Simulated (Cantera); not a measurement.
# CsOH + H2O (calcination and drying)

Input: 1 mol CsOH, a varied amount of H2O, equilibrated at 9.10 bar.

Method: chemical equilibrium by Gibbs-energy minimisation in Cantera with the NASA 1993 tables (ideal gas, pure condensed phases). Candidate condensed phases: Cs, CsOH, H2O; 15 gas species. The numbers say what is thermodynamically allowed, not how fast it happens.

**Question.** Map the stable condensed phases over T = 850, 900, 950, 1000, 1050, 1100, 1150, 1200, 1250, 1300, 1350, 1400 °C and n(H2O) in mol = 0.55, 0.93, 1.3, 1.7, 2.1, 2.5, 2.8, 3.2, 3.6, 4.

**Answer.** 
```
T in °C \ n(H2O) in mol
         0.55 0.93  1.3  1.7  2.1  2.5  2.8  3.2  3.6    4
   1400     A    A    A    A    A    A    A    A    A    A
   1350     A    A    A    A    A    A    A    A    A    A
   1300     A    A    A    A    A    A    A    A    A    A
   1250     A    A    A    A    A    A    A    A    A    A
   1200     B    A    A    A    A    A    A    A    A    A
   1150     B    B    B    A    A    A    A    A    A    A
   1100     B    B    B    B    B    A    A    A    A    A
   1050     B    B    B    B    B    B    B    B    B    A
   1000     B    B    B    B    B    B    B    B    B    B
    950     B    B    B    B    B    B    B    B    B    B
    900     B    B    B    B    B    B    B    B    B    B
    850     B    B    B    B    B    B    B    B    B    B
```
A: gas only; B: CsOH.
